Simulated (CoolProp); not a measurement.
Vapour-liquid equilibrium of benzene (1) + ethylbenzene (2) at 7.61 bar; x and y are mole fractions of (1).

The numbers come from the multi-fluid Helmholtz-energy mixture model, Thol 2012 and Zhou 2012; pair parameters Bell 2016 in CoolProp.

Problem. Give the bubble temperature and the first vapour's composition at x = 0.25, 0.35, 0.55. Is there an azeotrope?

Solution. x = 0.25: 483.8 K, y = 0.447; x = 0.35: 476.1 K, y = 0.578; x = 0.55: 462.0 K, y = 0.775. No azeotrope shows between x = 0.05 and 0.95.

Pair parameters are fitted to limited data, so mixtures are less certain than the pure fluids.
